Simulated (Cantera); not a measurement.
Charge: 1 mol CH₂F₂, 1.5 mol CH₄, 0.3 mol HCl, held at 2300 K and 6.40e-5 bar.

Method: chemical equilibrium by Gibbs-energy minimisation in Cantera with the NASA 1993 tables (ideal gas, pure condensed phases). Candidate condensed phases: C, C₆H₆, C₇H₈, C₈H₁₈; 118 gas species. The numbers say what is thermodynamically allowed, not how fast it happens.

Base state: H 0.506, HF 0.275, H₂ 0.175, Cl 0.0280, HCl 0.0134, F 0.000945, C₂H₂ (acetylene) 0.000756, C₃ 0.000261 (mole fractions); condensed: C(graphite).

### Question
What changes in the equilibrium state with this change: temperature from 2300 K to 3398.15 K?

### Answer
```csv
species,before,after
H,0.506,0.634
C,0.000131,0.188
F,0.000945,0.151
HF,0.275,0.00241
H₂,0.175,0.000119
HCl,0.0134,6.46e-6
Cl,0.0280,0.0230
C₂H₂ (acetylene),0.000756,1.44e-9
C₂,2.32e-5,0.00158
C₂H,9.88e-5,2.18e-6
CF,1.57e-5,0.000302
"C(graphite), mol",2.48,0
```

### Question
What changes in the equilibrium state with this change: CH₄ from 1.5 to 0.23 mol?

### Answer
| species | before | after |
|---|---|---|
| HF | 0.275 | 0.598 |
| H | 0.506 | 0.260 |
| Cl | 0.0280 | 0.0724 |
| H₂ | 0.175 | 0.0463 |
| HCl | 0.0134 | 0.0179 |
| CF | 1.57e-5 | 6.65e-5 |
| F | 0.000945 | 0.00399 |
| C₂H₂ (acetylene) | 0.000756 | 0.000200 |
| C₂H | 9.88e-5 | 5.08e-5 |
| C(graphite), mol | 2.48 | 1.22 |

### Question
What changes in the equilibrium state with this change: temperature from 2300 K to 1850 K?

### Answer
```csv
species,before,after
H₂,0.175,0.528
HF,0.275,0.367
HCl,0.0134,0.0515
H,0.506,0.0489
Cl,0.0280,0.00362
C₃,0.000261,7.91e-9
C₂,2.32e-5,<1e-9
C,0.000131,1.44e-8
"C(graphite), mol",2.48,2.50
```
